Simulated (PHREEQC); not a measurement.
Buffer (model solution)

A solution holds 0.015 mol/kgw NaHCO3, 0.0015 mol/kgw Na2CO3 and 0.0066 mol/kgw KCl, at 25 °C and 100 atm. Closed to the air; pH follows from the charge balance.

Equilibrium calculation in PHREEQC: ion-association model, phreeqc.dat.

pH: 9.02
ionic strength: 0.0255 mol/kgw
specific conductance: 2440 µS/cm
total alkalinity: 18.0 meq/kg

```
species  molality  activity   log γ
-------  --------  --------  ------
Na+        0.0176    0.0152  -0.065
HCO3-      0.0149    0.0128  -0.063
Cl-       0.00660   0.00565  -0.068
K+        0.00660   0.00564  -0.068
CO3-2     0.00128  0.000715  -0.253
NaCO3-   0.000231  0.000198  -0.066
NaHCO3   0.000119  0.000120   0.003
CO2       2.43e-5   2.45e-5   0.003
OH-       1.37e-5   1.17e-5  -0.069
H+        1.07e-9  9.46e-10  -0.055
```

Precipitation was switched off in this run. Under pressure, the constants of complexes without a molar volume in the database are unreliable.
